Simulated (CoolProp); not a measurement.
Saturation properties of nitrogen.

Computed with CoolProp (reference Helmholtz-energy equation of state, Span 2000).

```
T (°C)   p (kPa)  liquid density (kg/m³)  enthalpy of vaporisation (kJ/kg)  surface tension (mN/m)  liquid conductivity (mW/(m K))
-------  -------  ----------------------  --------------------------------  ----------------------  ------------------------------
-177.05      [?]                   712.1                             169.2                    4.86                             108
-173.85    741.2                   693.6                             162.5                    4.22                             101
-170.75    915.7                     [?]                             155.4                    3.62                             [?]
-167.65     1118                   654.1                             147.5                    3.05                            89.3
-164.45     1358                   631.3                             138.4                    2.47                            83.0
-161.35     1625                     [?]                             128.3                    1.94                            76.9
-158.15      [?]                   578.7                             116.3                    1.42                            70.6
-155.05     2280                   546.6                             102.3                   0.945                            64.6
-151.95     2665                     [?]                             84.54                   0.518                            58.8
```

What belongs in the gaps?


- -177.05, p (kPa): 587.6
- -170.75, liquid density (kg/m³): 674.5
- -170.75, liquid conductivity (mW/(m K)): 95.4
- -161.35, liquid density (kg/m³): 607.0
- -158.15, p (kPa): 1937
- -151.95, liquid density (kg/m³): 506.5

It boils at -195.8 °C under 1 atm.

Thermal conductivity comes from a separate model (Lemmon 2004). Surface tension comes from a separate correlation (Mulero 2012).
